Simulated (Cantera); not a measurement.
Charge: 1 mol LiOH, 7.9 mol H₂O, held at 13.3 mbar.

These are equilibrium values from Cantera (NASA tables, ideal gas, pure condensed phases), not measurements of a reactor. Candidate condensed phases: H₂O, Li, LiH, LiOH, Li₂O; 17 gas species. Kinetics and transport are ignored. All values below are at 952 °C.

Base state: H₂O 0.989, LiOH 0.0106, Li₂(OH)₂ 0.000161, H₂ 4.10e-5, O₂ 1.96e-5 (mole fractions); condensed: Li₂O(s).

Task: What changes in the equilibrium state with this change: pressure from 13.3 mbar to 4.10 bar?

Result: 
```csv
species,before,after
H₂O,0.989,1.000
LiOH,0.0106,0.000240
Li₂(OH)₂,0.000161,2.55e-5
O₂,1.96e-5,2.92e-6
H₂,4.10e-5,6.11e-6
"Li₂O(s), mol",0.454,0
"LiOH(l), mol",0,0.998
```
